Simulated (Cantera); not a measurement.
A perfectly stirred reactor is fed with 7.69 % CH4, 92.3 % H2, at 41000 Pa; it is held at 1598 K, and followed from long to short residence time.

Computed with Cantera and GRI-Mech 3.0 (53 species, 325 reactions). GRI-Mech 3.0 stops at C3 and has no aromatics, soot or wall deposition, so with more carbon than oxygen in the feed, carbon stays in small species such as C2H2 where larger ones or solid carbon would form.

x: mole fraction; the columns are a selection and need not sum to one.

| τ (s) | x CH4 | x H2 | x C2H6 | x C2H4 | x C2H2 |
|---|---|---|---|---|---|
| 0.41 | 0.0557 | 0.934 | 7.61e-6 | 0.000489 | [?] |
| 0.17 | 0.0650 | 0.929 | 9.88e-6 | 0.000338 | [?] |
| 0.071 | 0.0710 | 0.926 | 1.15e-5 | 0.000239 | [?] |
| 0.030 | 0.0742 | 0.924 | 1.22e-5 | 0.000179 | [?] |
| 0.012 | 0.0758 | 0.924 | 1.21e-5 | 0.000130 | [?] |
| 0.0051 | 0.0764 | 0.923 | 1.11e-5 | 8.40e-5 | [?] |
| 0.0022 | 0.0767 | 0.923 | 8.87e-6 | 4.04e-5 | [?] |
| 0.00090 | 0.0768 | 0.923 | 4.97e-6 | 1.05e-5 | [?] |
| 0.00037 | 0.0769 | 0.923 | 1.43e-6 | 1.24e-6 | [?] |
| 0.00016 | 0.0769 | 0.923 | 2.23e-7 | 1.02e-7 | [?] |

Task: Complete the blanks.

Result: 
- 0.41, x C2H2: 0.00935
- 0.17, x C2H2: 0.00517
- 0.071, x C2H2: 0.00246
- 0.030, x C2H2: 0.00103
- 0.012, x C2H2: 0.000348
- 0.0051, x C2H2: 9.82e-5
- 0.0022, x C2H2: 1.92e-5
- 0.00090, x C2H2: 1.67e-6
- 0.00037, x C2H2: 5.58e-8
- 0.00016, x C2H2: 1.32e-9
